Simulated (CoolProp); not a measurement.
A closed Brayton cycle with dry air: compressor inlet 320.15 K and 5 MPa, high pressure 13 MPa, turbine inlet 950 K, compressor efficiency 0.89, turbine efficiency 0.93, recuperator effectiveness 0.8 (on enthalpy, no pinch check). Each further row changes one setting.

Model: reference Helmholtz-energy equation of state, Lemmon 2000, in CoolProp. It is a pseudo-pure fit of the blend.

```tsv
case	thermal efficiency (%)	net work (kJ/kg)	compressor to turbine work	compressor exit (K)	turbine exit (K)
as stated	35.7	105	0.52	434.4	756.2
turbine inlet 900 K	34.1	93.5	0.55	434.4	714.8
compressor inlet 330.15 K	34.8	101	0.54	447.7	756.2
high pressure 11 MPa	34.3	92.9	0.50	412.2	787.2
recuperator effectiveness 0.5	26.4	105	0.52	434.4	756.2
```
